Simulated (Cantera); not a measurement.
## Gas-phase reforming

An isothermal, constant-pressure homogeneous reactor starts with CH₄ : H₂O = 7.3 : 1 (molar parts), at 1675 K and 10.0 bar.

Model: GRI-Mech 3.0 (53 species, 325 reactions), integrated in Cantera. GRI-Mech 3.0 stops at C3 and has no aromatics, soot or wall deposition, so with more carbon than oxygen in the feed, carbon stays in small species such as C2H2 where larger ones or solid carbon would form.

```json
[
 {"t (s)": "0.000300", "x CH₄": "0.800", "x H₂O": "0.117", "x OH": "3.00e-7", "x H": "3.63e-6", "x H₂": "0.0541", "x CH₂CO": "5.16e-7"},
 {"t (s)": "0.000773", "x CH₄": "0.685", "x H₂O": "0.110", "x OH": "2.60e-7", "x H": "7.64e-6", "x H₂": "0.144", "x CH₂CO": "4.60e-6"},
 {"t (s)": "0.00199", "x CH₄": "0.516", "x H₂O": "0.0987", "x OH": "2.19e-7", "x H": "1.32e-5", "x H₂": "0.281", "x CH₂CO": "1.08e-5"},
 {"t (s)": "0.00514", "x CH₄": "0.344", "x H₂O": "0.0871", "x OH": "1.95e-7", "x H": "1.96e-5", "x H₂": "0.418", "x CH₂CO": "1.37e-5"},
 {"t (s)": "0.0132", "x CH₄": "0.237", "x H₂O": "0.0783", "x OH": "1.89e-7", "x H": "2.53e-5", "x H₂": "0.503", "x CH₂CO": "1.44e-5"},
 {"t (s)": "0.0341", "x CH₄": "0.219", "x H₂O": "0.0706", "x OH": "1.74e-7", "x H": "2.67e-5", "x H₂": "0.522", "x CH₂CO": "1.32e-5"},
 {"t (s)": "0.0879", "x CH₄": "0.219", "x H₂O": "0.0566", "x OH": "1.38e-7", "x H": "2.70e-5", "x H₂": "0.533", "x CH₂CO": "1.04e-5"},
 {"t (s)": "0.227", "x CH₄": "0.218", "x H₂O": "0.0343", "x OH": "8.24e-8", "x H": "2.75e-5", "x H₂": "0.551", "x CH₂CO": "6.46e-6"},
 {"t (s)": "0.584", "x CH₄": "0.216", "x H₂O": "0.0116", "x OH": "2.73e-8", "x H": "2.79e-5", "x H₂": "0.570", "x CH₂CO": "3.20e-6"},
 {"t (s)": "1.51", "x CH₄": "0.215", "x H₂O": "0.000976", "x OH": "2.28e-9", "x H": "2.81e-5", "x H₂": "0.579", "x CH₂CO": "1.94e-6"},
 {"t (s)": "3.88", "x CH₄": "0.215", "x H₂O": "6.42e-6", "x OH": "1.51e-11", "x H": "2.82e-5", "x H₂": "0.580", "x CH₂CO": "1.83e-6"},
 {"t (s)": "10.0", "x CH₄": "0.215", "x H₂O": "4.42e-6", "x OH": "1.04e-11", "x H": "2.82e-5", "x H₂": "0.580", "x CH₂CO": "1.83e-6"}
]
```
x: mole fraction; the columns are a selection and need not sum to one.

Equilibrium at this temperature and pressure: CH₄ 0.215, H₂O 4.49e-6, OH 1.05e-11, H 2.82e-5, H₂ 0.580, CH₂CO 1.84e-6 (gas phase only).
